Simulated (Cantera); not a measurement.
An isothermal, constant-pressure homogeneous reactor starts with CH4 : H2 = 0.14 : 1 (molar parts), at 2225 K and 0.316 atm.

Cantera simulation using GRI-Mech 3.0 (53 species, 325 reactions); the numbers are that mechanism's predictions, not measurements. GRI-Mech 3.0 stops at C3 and has no aromatics, soot or wall deposition, so with more carbon than oxygen in the feed, carbon stays in small species such as C2H2 where larger ones or solid carbon would form.

x: mole fraction; the columns are a selection and need not sum to one.

| t (s) | x CH4 | x H2 | x C2H6 | x C2H | x CH2 | x C2H4 |
|---|---|---|---|---|---|---|
| 0.000400 | 0.0249 | 0.921 | 9.09e-6 | 1.44e-5 | 4.20e-5 | 0.000258 |
| 0.00206 | ___ | 0.933 | ___ | ___ | ___ | ___ |
| 0.0106 | 0.000573 | 0.934 | 6.69e-9 | 2.38e-5 | 2.21e-6 | 3.52e-5 |
| 0.0548 | 0.000308 | 0.934 | 2.27e-9 | 2.39e-5 | 1.21e-6 | 3.51e-5 |
| 0.283 | 0.000308 | 0.934 | 2.26e-9 | 2.39e-5 | 1.21e-6 | 3.51e-5 |
| 1.46 | 0.000308 | 0.934 | 2.26e-9 | 2.39e-5 | 1.21e-6 | 3.51e-5 |
| 7.52 | 0.000308 | 0.934 | 2.26e-9 | 2.39e-5 | 1.21e-6 | 3.51e-5 |
| 38.8 | 0.000308 | 0.934 | 2.26e-9 | 2.39e-5 | 1.21e-6 | 3.51e-5 |
| 200 | 0.000308 | 0.934 | 2.26e-9 | 2.39e-5 | 1.21e-6 | 3.51e-5 |

Q: Some entries are withheld; supply them.

A: 
- 0.00206, x CH4: 0.00356
- 0.00206, x C2H6: 2.27e-7
- 0.00206, x C2H: 2.18e-5
- 0.00206, x CH2: 1.14e-5
- 0.00206, x C2H4: 4.15e-5
